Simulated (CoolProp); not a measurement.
Vapour-liquid equilibrium of dimethyl carbonate (1) + n-octane (2) at 314.4 K; x and y are mole fractions of (1).

Model: multi-fluid Helmholtz-energy mixture model, Zhou 2011 and Beckmüller 2019; pair parameters Bell 2016, in CoolProp.

```csv
x,bubble pressure (bar),y at the bubble point,dew pressure at overall composition x (bar),liquid density (mol/L)
0.05,0.07805,0.459,0.04640,6.147
0.125,0.1150,0.655,0.05015,6.384
0.2,0.1390,0.729,0.05455,6.639
0.275,0.1535,0.765,0.05978,6.915
0.35,0.1616,0.784,0.06611,7.216
0.425,0.1656,0.794,0.07392,7.544
0.5,0.1674,0.799,0.08378,7.904
0.575,0.1681,0.802,0.09658,8.301
0.65,0.1686,0.804,0.1137,8.740
0.725,0.1693,0.810,0.1374,9.227
0.8,0.1700,0.822,0.1676,9.769
0.875,0.1697,0.851,0.1687,10.38
0.95,0.1660,0.915,0.1632,11.06
```

y crosses x between x = 0.8 and 0.875: the model has an azeotrope there.

Pair parameters are fitted to limited data, so mixtures are less certain than the pure fluids. With so large a gap from Raoult's law the liquid may split in two, which this calculation doesn't test in full.
